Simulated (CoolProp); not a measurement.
A Linde-Hampson liquefier for methane: isothermal reversible compression at 230 K from 1 atm to 40 MPa, throttling to 1 atm, return gas leaving the recuperator 10 K below the feed. Each further row changes one setting.

Computed with CoolProp (reference Helmholtz-energy equation of state, Setzmann 1991).

| case | liquid yield per pass | compression work (kJ/kg of gas) |
|---|---|---|
| as stated | … | 609 |
| high pressure 80 MPa | 0.331 | … |
| warm-end temperature 260 K | 0.314 | … |
| warm-end gap 15 K | 0.382 | 609 |

Q: Fill in the missing entries.

A: 
- as stated, liquid yield per pass: 0.391
- high pressure 80 MPa, compression work (kJ/kg of gas): 724
- warm-end temperature 260 K, compression work (kJ/kg of gas): 727
